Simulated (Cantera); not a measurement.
What does this Cantera script print?

```python
import numpy as np
import cantera as ct

gas = ct.Solution("h2o2.yaml")
gas.TPX = 475, 28000, {'H2': 1, 'O2': 0.385, 'N2': 1.45}
inlet = ct.Reservoir(gas, clone=True)
gas.equilibrate("HP")  # start burning
reactor = ct.IdealGasConstPressureReactor(gas, energy="on", clone=False)
exhaust = ct.Reservoir(gas, clone=True)
tau = [0.42, 0.15, 0.055, 0.02, 0.0072, 0.0026, 0.00094, 0.00034, 0.00012, 4.4e-05][0]
for a, b in ((inlet, reactor), (reactor, exhaust)):
    ct.MassFlowController(a, b, mdot=lambda t: reactor.mass / tau)
net = ct.ReactorNet([reactor])
show = ['H2', 'O2', 'OH', 'O', 'HO2', 'H2O']

rows = []
print(f"{'tau/s':>10s}{'T/K':>9s}" + "".join(f"{s:>11s}" for s in show))
for tau in [0.42, 0.15, 0.055, 0.02, 0.0072, 0.0026, 0.00094, 0.00034, 0.00012, 4.4e-05]:
    net.initial_time = 0.0
    net.advance(30 * tau)
    before = gas.X
    net.advance(40 * tau)
    drift = np.max(np.abs(gas.X - before) / (gas.X + 1e-9))
    rows.append([gas.T, *gas[show].X, drift])
    print(f"{tau:10.3e}{gas.T:9.1f}" + "".join(f"{x:11.3e}" for x in gas[show].X))
```

Result:

```
     tau/s      T/K         H2         O2         OH          O        HO2        H2O
 4.200e-01   2391.0  9.263e-02  6.172e-04  6.076e-03  4.492e-04  1.786e-07  3.036e-01
 1.500e-01   2374.1  9.259e-02  7.973e-04  6.778e-03  5.764e-04  2.199e-07  3.020e-01
 5.500e-02   2336.9  9.256e-02  1.237e-03  8.159e-03  8.939e-04  3.079e-07  2.985e-01
 2.000e-02   2264.6  9.260e-02  2.224e-03  1.028e-02  1.627e-03  4.706e-07  2.918e-01
 7.200e-03   2145.9  9.257e-02  4.070e-03  1.246e-02  3.040e-03  7.553e-07  2.814e-01
 2.600e-03   1983.0  9.176e-02  6.826e-03  1.345e-02  5.134e-03  1.269e-06  2.687e-01
 9.400e-04   1787.6  8.935e-02  1.035e-02  1.251e-02  7.463e-03  2.175e-06  2.555e-01
 3.400e-04   1576.4  8.646e-02  1.493e-02  9.816e-03  9.198e-03  3.829e-06  2.423e-01
 1.200e-04   1352.5  9.591e-02  2.499e-02  6.183e-03  9.263e-03  8.225e-06  2.208e-01
 4.400e-05    475.0  3.527e-01  1.358e-01  9.900e-22  7.131e-20  1.171e-17  5.152e-16
```

Computed with Cantera and the H2/O2 subset of GRI-Mech 3.0, which has no nitrogen chemistry.
